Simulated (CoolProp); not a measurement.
Vapour-liquid equilibrium of benzene (1) + n-dodecane (2) at 482.7 K; x and y are mole fractions of (1).

The numbers come from the multi-fluid Helmholtz-energy mixture model, Thol 2012 and Lemmon 2004; pair parameters Bell 2016 in CoolProp.

```csv
x,"bubble pressure, mixture model (bar)","bubble pressure, Raoult's law (bar)","y, mixture model","y, Raoult's law"
0.05,___,1.653,0.377,0.505
0.15,2.510,3.239,0.685,0.774
0.25,3.836,4.824,0.809,0.866
0.35,5.274,6.410,0.873,0.913
0.45,___,7.995,0.911,0.941
0.55,8.361,9.581,0.937,0.960
0.65,___,11.17,0.956,0.973
0.75,11.76,12.75,0.971,0.983
0.85,___,14.34,0.983,0.991
0.95,___,15.92,0.995,0.997
```

Problem. Complete the blanks.

Solution. 
- 0.05, bubble pressure, mixture model (bar): 1.354
- 0.45, bubble pressure, mixture model (bar): 6.786
- 0.65, bubble pressure, mixture model (bar): 10.01
- 0.85, bubble pressure, mixture model (bar): 13.63
- 0.95, bubble pressure, mixture model (bar): 15.66

The largest gap from Raoult's law is -22.5 % in bubble pressure, at x = 0.15. No azeotrope shows between x = 0.05 and 0.95.

The pair parameters rest on a limited set of measurements; away from them the model extrapolates.
